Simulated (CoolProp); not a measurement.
Vapour-liquid equilibrium of acetone (1) + cyclohexane (2) at 94.15 °C; x and y are mole fractions of (1).

The numbers come from the multi-fluid Helmholtz-energy mixture model, Lemmon 2006 and Zhou 2014; pair parameters Bell 2016 in CoolProp.

```csv
x,"bubble pressure, mixture model (MPa)","bubble pressure, Raoult's law (MPa)","y, mixture model","y, Raoult's law"
0.05,0.1970,0.1577,0.264,0.101
0.2,0.2740,0.1832,0.515,0.349
0.35,0.3058,0.2088,0.599,0.536
0.5,0.3224,0.2343,0.654,0.682
0.65,0.3327,0.2599,0.712,0.799
0.8,0.3363,0.2854,0.795,0.895
0.95,0.3272,0.3110,0.932,0.976
```

The largest gap from Raoult's law is +49.6 % in bubble pressure, at x = 0.2. y crosses x between x = 0.65 and 0.8: the model has an azeotrope there.

Pair parameters are fitted to limited data, so mixtures are less certain than the pure fluids.
